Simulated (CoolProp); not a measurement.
Properties of oxygen along the isobar 865 kPa (Tc = 154.6 K, pc = 5046 kPa, ω = 0.022).

Computed with CoolProp (reference Helmholtz-energy equation of state, Schmidt 1985).

```
T (K)   phase  cp (kJ/(kg K))  viscosity (µPa s)
-----  ------  --------------  -----------------
96.1   liquid           1.715                169
105.8  liquid           1.768                134
115.5  liquid           1.863                108
125.2     gas           1.110               9.77
134.9     gas           1.058               10.5
144.6     gas           1.024               11.2
154.3     gas           1.001               11.9
164       gas          0.9839               12.5
173.6     gas          0.9713               13.2
183.3     gas          0.9617               13.8
193       gas          0.9544               14.5
202.7     gas          0.9486               15.1
212.4     gas          0.9440               15.7
222.1     gas          0.9405               16.3
```

Viscosity comes from a separate model (Lemmon 2004).
